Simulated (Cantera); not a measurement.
Input: 1 mol CH2F2, 0.085 mol CH4, at 1973 K and 1.00 bar.

Cantera equilibrium calculation (NASA polynomials, part measured and part estimated; ideal gas, pure solids and liquids). Candidate condensed phases: C, C6H6, C7H8, C8H18; 95 gas species. Equilibrium is a limit: real reactors are often held back by kinetics, nucleation or transport.

**Question.** What is the equilibrium state?

**Answer.** 
```json
{
  "x(HF)": "0.921",
  "x(H2)": "0.0781",
  "x(H)": "0.000377",
  "x(C2H2 (acetylene))": "5.00e-5",
  "x(H2F2)": "6.75e-6",
  "x(CH4)": "2.78e-6",
  "x(F)": "1.64e-6",
  "n(C(graphite))": "1.08 mol",
  "gas_amount": "2.170 mol"
}
```
